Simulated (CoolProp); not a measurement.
Vapour-liquid equilibrium of R125 (1) + R227EA (2) at 0.101 MPa; x and y are mole fractions of (1).

Values from CoolProp's multi-fluid Helmholtz-energy mixture model, Lemmon 2005 and Lemmon 2016; pair parameters Bell 2016.

Question: Give the bubble temperature and the first vapour's composition at x = 0.55, 0.75, 0.95. Is there an azeotrope?

Answer: x = 0.55: -38.9 °C, y = 0.840; x = 0.75: -43.5 °C, y = 0.930; x = 0.95: -47.3 °C, y = 0.988. No azeotrope shows between x = 0.05 and 0.95.

The pair parameters rest on a limited set of measurements; away from them the model extrapolates.
